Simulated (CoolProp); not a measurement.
A closed Brayton cycle with carbon dioxide: compressor inlet 314.15 K and 8.3 MPa, high pressure 24.6 MPa, turbine inlet 720 K, compressor efficiency 0.85, turbine efficiency 0.85, recuperator effectiveness 0.9 (on enthalpy, no pinch check). Each further row changes one setting.

The numbers come from the reference Helmholtz-energy equation of state, Span 1996 in CoolProp.

```
case                           thermal efficiency (%)  net work (kJ/kg)  compressor to turbine work  compressor exit (K)  turbine exit (K)
-----------------------------  ----------------------  ----------------  --------------------------  -------------------  ----------------
as stated                                        28.9              68.3                        0.40                389.7             606.1
turbine inlet 670 K                              26.4              58.5                        0.44                389.7             560.1
compressor inlet 324.15 K                        26.6              57.5                        0.49                414.3             606.1
high pressure 20.9 MPa                           28.2              61.4                        0.37                378.1             622.9
recuperator effectiveness 0.5                    20.3              68.3                        0.40                389.7             606.1
```
